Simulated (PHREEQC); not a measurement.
Make-up at 25 °C: 0.095 mol CdSO4 and 0.0032 mol FeSO4 per kg of water. Closed to the air; pH follows from the charge balance.

The numbers come from PHREEQC with the ion-association model, phreeqc.dat.

Precipitation was switched off in this run.

Question: Estimate the pH, density.

Answer: pH 5.97; density 1.016 g/cm³.

Question: In which forms is S present?

Answer: CdSO4 38 %, SO4-2 33 %, Cd(SO4)2-2 27 %, FeSO4 1.2 % of the S.
